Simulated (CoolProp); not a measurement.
Normal hydrogen along the isotherm -253.55 °C: fugacity coefficient from the reference equation and from simpler models built on Tc = -240.0 °C, pc = 1296 kPa, ω = -0.219; each cubic takes its own stable root.

Computed with CoolProp (reference Helmholtz-energy equation of state, Leachman 2009).

```csv
p (kPa),phase,reference
162,liquid,0.4644
324,liquid,0.2388
486,liquid,0.1637
648,liquid,0.1262
810,liquid,0.1038
972,liquid,0.08891
1130,liquid,0.07856
1300,liquid,0.07028
1460,liquid,0.06429
1620,liquid,0.05952
1780,liquid,0.05565
1940,liquid,0.05245
```

How far does each simpler model (Redlich-Kwong, Soave-Redlich-Kwong, Peng-Robinson) lie from the reference over these 12 states: mean and median of the absolute difference, and the worst?


- Redlich-Kwong: mean 70.7 %, median 70.7 %, worst -71.4 % at -253.55 °C and 1940 kPa
- Soave-Redlich-Kwong: mean 7.2 %, median 7.2 %, worst -8.7 % at -253.55 °C and 1940 kPa
- Peng-Robinson: mean 2.9 %, median 2.9 %, worst -5.8 % at -253.55 °C and 1940 kPa
